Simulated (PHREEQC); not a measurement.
Consider water at 70 °C with 0.0036 mol/kgw CdCl2, 0.1 mol/kgw Na2SO4 and 0.045 mol/kgw H2SO4. Closed to the air; pH follows from the charge balance.

The numbers come from PHREEQC with the ion-association model, wateq4f.dat.

This is a speciation only: nothing precipitates in the calculation.

### Question
Order these S species by the share of S that they hold, largest first: CdSO4, NaSO4-, SO4-2, Cd(SO4)2-2, HSO4-.

### Answer
HSO4- (50 %), SO4-2 (37 %), NaSO4- (10 %), CdSO4 (1.0 %), Cd(SO4)2-2 (0.90 %)

### Question
Order these Cd species by the share of Cd that they hold, largest first: CdSO4, CdCl+, Cd(SO4)2-2, Cd+2.

### Answer
CdSO4 (41 %), Cd+2 (35 %), Cd(SO4)2-2 (18 %), CdCl+ (6.5 %)

The pH is 1.88 and the ionic strength 0.260 mol/kgw. Complexes and solids missing from the database can't appear. Away from 25 °C the constants follow the database's enthalpies or fits; those with neither stay at their 25 °C values.
